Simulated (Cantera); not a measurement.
## SiCl4 + O2 + N2 (silicon oxide and oxynitride deposition)

Charge: 1 mol SiCl4, 4.3 mol O2, 19 mol N2, held at 1298.15 K.

These are equilibrium values from Cantera (NASA tables, ideal gas, pure condensed phases), not measurements of a reactor. Candidate condensed phases: Si, SiO2, Si2N2O, Si3N4; 23 gas species. The tables hold silica as quartz up to 1696 K and as liquid above; real silica turns to tridymite and cristobalite and melts near 1996 K. Kinetics and transport are ignored.

```tsv
P (Pa)	x N2	x Cl	x O2	x Cl2	x NO	n SiO2(β-quartz)
5	0.727	0.140	0.126	0.00658	0.000291	1.00
26	0.738	0.112	0.128	0.0218	0.000296	1.00
140	0.755	0.0691	0.131	0.0449	0.000302	1.00
710	0.768	0.0363	0.133	0.0627	0.000307	1.00
3700	0.775	0.0171	0.134	0.0730	0.000310	1.00
19000	0.779	0.00782	0.135	0.0781	0.000312	1.00
100000	0.780	0.00346	0.135	0.0804	0.000313	1.00
```
x: gas mole fraction; n: condensed amount in mol.

From 5.00 Pa to 100000 Pa the condensed part is SiO2(β-quartz).
